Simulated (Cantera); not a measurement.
A perfectly stirred reactor is fed with CH4 : H2O : H2 = 1 : 0.31 : 0.11 (molar parts), at 293 Torr; it is held at 1725 K, and followed from long to short residence time.

Detailed kinetics in Cantera: GRI-Mech 3.0 (53 species, 325 reactions). GRI-Mech 3.0 stops at C3 and has no aromatics, soot or wall deposition, so with more carbon than oxygen in the feed, carbon stays in small species such as C2H2 where larger ones or solid carbon would form.

```tsv
quantity	before	after
x(CH4) at τ = 3.60 s	0.0249	0.197
x(H2O) at τ = 3.60 s	0.0236	0.00906
x(H2) at τ = 3.60 s	0.724	0.603
x(C2H) at τ = 3.60 s	2.80e-7	1.39e-8
x(C2H2) at τ = 3.60 s	0.131	0.0412
x(CH4) at τ = 87.0 ms	0.139	0.223
x(H2O) at τ = 87.0 ms	0.129	0.0938
x(H2) at τ = 87.0 ms	0.561	0.519
x(C2H) at τ = 87.0 ms	3.04e-7	2.72e-8
x(C2H2) at τ = 87.0 ms	0.153	0.0754
```

**Question.** Name the change that produced these shifts.
A. pressure from 293 Torr to 2400 Torr
B. pressure from 293 Torr to 15000 Torr
C. pressure from 293 Torr to 4730 Torr
D. pressure from 293 Torr to 3750 Torr

**Answer.** B, pressure from 293 Torr to 15000 Torr
